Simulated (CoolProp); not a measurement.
CH3F (R41) along the isobar 334 bar: fugacity coefficient from the reference equation and from simpler models built on Tc = 317.3 K, pc = 59.06 bar, ω = 0.200; each cubic takes its own stable root.

Model: reference Helmholtz-energy equation of state, Lemmon 2006, in CoolProp. It is a short technical equation, of lower accuracy than the large ones.

```json
[
 {"T (K)": "284", "phase": "liquid", "reference": "0.1131", "van der Waals": "0.2367", "Soave-Redlich-Kwong": "0.1426"},
 {"T (K)": "293.4", "phase": "liquid", "reference": "0.1350", "van der Waals": "0.2582", "Soave-Redlich-Kwong": "0.1703"},
 {"T (K)": "302.8", "phase": "liquid", "reference": "0.1587", "van der Waals": "0.2800", "Soave-Redlich-Kwong": "0.2002"},
 {"T (K)": "312.2", "phase": "liquid", "reference": "0.1841", "van der Waals": "0.3020", "Soave-Redlich-Kwong": "0.2319"},
 {"T (K)": "321.6", "phase": "supercritical", "reference": "0.2109", "van der Waals": "0.3241", "Soave-Redlich-Kwong": "0.2652"},
 {"T (K)": "331", "phase": "supercritical", "reference": "0.2389", "van der Waals": "0.3462", "Soave-Redlich-Kwong": "0.2998"},
 {"T (K)": "340.4", "phase": "supercritical", "reference": "0.2679", "van der Waals": "0.3682", "Soave-Redlich-Kwong": "0.3353"},
 {"T (K)": "349.8", "phase": "supercritical", "reference": "0.2976", "van der Waals": "0.3901", "Soave-Redlich-Kwong": "0.3714"},
 {"T (K)": "359.2", "phase": "supercritical", "reference": "0.3278", "van der Waals": "0.4118", "Soave-Redlich-Kwong": "0.4077"},
 {"T (K)": "368.6", "phase": "supercritical", "reference": "0.3582", "van der Waals": "0.4332", "Soave-Redlich-Kwong": "0.4439"},
 {"T (K)": "378", "phase": "supercritical", "reference": "0.3886", "van der Waals": "0.4544", "Soave-Redlich-Kwong": "0.4797"},
 {"T (K)": "387.4", "phase": "supercritical", "reference": "0.4188", "van der Waals": "0.4753", "Soave-Redlich-Kwong": "0.5149"},
 {"T (K)": "396.8", "phase": "supercritical", "reference": "0.4485", "van der Waals": "0.4957", "Soave-Redlich-Kwong": "0.5493"},
 {"T (K)": "406.2", "phase": "supercritical", "reference": "0.4777", "van der Waals": "0.5158", "Soave-Redlich-Kwong": "0.5826"},
 {"T (K)": "415.6", "phase": "supercritical", "reference": "0.5062", "van der Waals": "0.5354", "Soave-Redlich-Kwong": "0.6148"},
 {"T (K)": "425", "phase": "supercritical", "reference": "0.5339", "van der Waals": "0.5546", "Soave-Redlich-Kwong": "0.6458"}
]
```
